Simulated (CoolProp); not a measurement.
R125 along the isobar 4.77 MPa: density (kg/m³) from the reference equation and from simpler models built on Tc = 66.0 °C, pc = 3.618 MPa, ω = 0.305; each cubic takes its own stable root.

Model: reference Helmholtz-energy equation of state, Lemmon 2005, in CoolProp.

| T (°C) | phase | reference | van der Waals | Soave-Redlich-Kwong | Peng-Robinson |
|---|---|---|---|---|---|
| -40.65 | liquid | 1503 | 925.4 | 1379 | 1557 |
| -13.85 | liquid | 1404 | 873.1 | 1283 | 1449 |
| 12.85 | liquid | 1292 | 812.3 | 1163 | ___ |
| 39.65 | liquid | 1150 | 736.6 | ___ | 1130 |
| 66.35 | supercritical | ___ | 629.7 | 752.7 | 833.2 |
| 93.15 | supercritical | 352.4 | 409.3 | 335.9 | 355.2 |
| 119.85 | supercritical | ___ | 275.0 | 244.7 | 256.0 |
| 146.65 | supercritical | 209.7 | 226.6 | ___ | 212.7 |
| 173.35 | supercritical | 184.1 | 197.8 | 179.9 | 186.1 |
| 200.15 | supercritical | 165.9 | 177.4 | 162.1 | 167.1 |
| 226.85 | supercritical | 152.0 | 161.9 | 148.6 | 152.7 |

Problem. Complete the blanks.

Solution. 
- 12.85, Peng-Robinson: 1314
- 39.65, Soave-Redlich-Kwong: 1004
- 66.35, reference: 920.3
- 119.85, reference: 251.8
- 146.65, Soave-Redlich-Kwong: 204.7
